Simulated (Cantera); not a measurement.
A closed system holds: 1 mol Si(CH3)4, 0.13 mol C3H8, 3 mol H2, equilibrated at 22.0 mbar.

These are equilibrium values from Cantera (NASA tables, ideal gas, pure condensed phases), not measurements of a reactor. Candidate condensed phases: C, C6H6, C7H8, C8H18, Si, SiC; 87 gas species. Gases not in the tables: Si2H6 and higher silanes. Equilibrium is a limit: real reactors are often held back by kinetics, nucleation or transport.

log p: log10 of the partial pressure in bar; n: condensed amount in mol.

```csv
T (°C),log p H2,log p H,log p Si,log p C2H2 (acetylene),n C(graphite),n SiC(s)
877,-1.66,-7.96,<-13,-9.07,3.39,1.00
977,-1.66,-7.14,<-13,-8.26,3.39,1.00
1077,-1.66,-6.45,-12.12,-7.56,3.39,1.00
1177,-1.66,-5.85,-10.74,-6.97,3.39,1.00
1277,-1.66,-5.33,-9.53,-6.45,3.39,1.00
1377,-1.66,…,…,…,3.39,1.000
1477,-1.66,-4.46,-7.54,-5.60,3.39,1.000
1577,-1.66,-4.10,-6.71,-5.24,3.38,1.000
1677,-1.66,…,…,…,3.38,0.999
1777,-1.66,-3.48,-5.29,-4.64,3.37,0.997
1877,-1.67,-3.21,-4.69,-4.38,3.36,0.988
1977,-1.68,-2.97,-4.13,-4.16,3.36,0.956
2077,-1.70,-2.76,-3.63,-3.96,3.40,0.847
2177,-1.74,-2.57,-3.16,-3.80,3.55,0.491
```

### Question
Complete the blanks.

### Answer

- 1377, log p H: -4.87
- 1377, log p Si: -8.48
- 1377, log p C2H2 (acetylene): -6.00
- 1677, log p H: -3.77
- 1677, log p Si: -5.97
- 1677, log p C2H2 (acetylene): -4.92
